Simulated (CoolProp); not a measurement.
Vapour-liquid equilibrium of ethane (1) + propane (2) at 221.6 K; x and y are mole fractions of (1).

Computed with CoolProp (multi-fluid Helmholtz-energy mixture model, Bücker 2006 and Lemmon 2009; pair parameters Kunz 2012).

### Question
Give the bubble pressure and the first vapour's composition at x = 0.125, 0.275, 0.875. Is there an azeotrope?

### Answer
x = 0.125: 0.1175 MPa, y = 0.500; x = 0.275: 0.1799 MPa, y = 0.722; x = 0.875: 0.4583 MPa, y = 0.980. No azeotrope shows between x = 0.05 and 0.95.

The pair parameters rest on a limited set of measurements; away from them the model extrapolates.
